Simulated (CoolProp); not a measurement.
Vapour-liquid equilibrium of R13 (1) + R11 (2) at 214.7 K; x and y are mole fractions of (1).

Values from CoolProp's multi-fluid Helmholtz-energy mixture model, Platzer 1990 and Jacobsen 1992; pair parameters Bell 2016. This equation is an older, rougher fit; its heat capacities, sound speeds and derivatives of the liquid may be far off and weren't checked against measurements.

```json
[
 {"x": "0.05", "bubble pressure, mixture model (bar)": "0.3024", "bubble pressure, Raoult's law (bar)": "0.1632", "y, mixture model": "0.954", "y, Raoult's law": "0.916"},
 {"x": "0.2", "bubble pressure, mixture model (bar)": "1.001", "bubble pressure, Raoult's law (bar)": "0.6094", "y, mixture model": "0.987", "y, Raoult's law": "0.981"},
 {"x": "0.35", "bubble pressure, mixture model (bar)": "1.496", "bubble pressure, Raoult's law (bar)": "1.056", "y, mixture model": "0.992", "y, Raoult's law": "0.991"},
 {"x": "0.5", "bubble pressure, mixture model (bar)": "1.860", "bubble pressure, Raoult's law (bar)": "1.502", "y, mixture model": "0.995", "y, Raoult's law": "0.995"},
 {"x": "0.65", "bubble pressure, mixture model (bar)": "2.162", "bubble pressure, Raoult's law (bar)": "1.948", "y, mixture model": "0.996", "y, Raoult's law": "0.997"},
 {"x": "0.8", "bubble pressure, mixture model (bar)": "2.465", "bubble pressure, Raoult's law (bar)": "2.394", "y, mixture model": "0.997", "y, Raoult's law": "0.999"},
 {"x": "0.95", "bubble pressure, mixture model (bar)": "2.836", "bubble pressure, Raoult's law (bar)": "2.841", "y, mixture model": "0.999", "y, Raoult's law": "1.000"}
]
```

The largest gap from Raoult's law is +85.3 % in bubble pressure, at x = 0.05. No azeotrope shows between x = 0.05 and 0.95.

The pair parameters rest on a limited set of measurements; away from them the model extrapolates. With so large a gap from Raoult's law the liquid may split in two, which this calculation doesn't test in full.
